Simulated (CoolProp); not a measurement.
R365MFC along the isobar 0.883 MPa: Z from the reference equation and from simpler models built on Tc = 186.9 °C, pc = 3.266 MPa, ω = 0.377; each cubic takes its own stable root.

Model: reference Helmholtz-energy equation of state, Lemmon 2016, in CoolProp.

```
T (°C)  phase  reference
------  -----  ---------
130.85    gas     0.8237
139.55    gas     0.8400
148.25    gas     0.8537
156.95    gas     0.8654
165.75    gas     0.8757
174.45    gas     0.8846
183.15    gas     0.8925
191.95    gas     0.8997
200.65    gas     0.9062
209.35    gas     0.9121
218.15    gas     0.9175
226.85    gas     0.9225
```

Problem. How far does each simpler model (van der Waals, Redlich-Kwong) lie from the reference over these 12 states: mean and median of the absolute difference, and the worst?

Solution. 
- van der Waals: mean 2.8 %, median 2.3 %, worst +6.5 % at 130.85 °C and 0.883 MPa
- Redlich-Kwong: mean 1.1 %, median 0.8 %, worst +3.2 % at 130.85 °C and 0.883 MPa
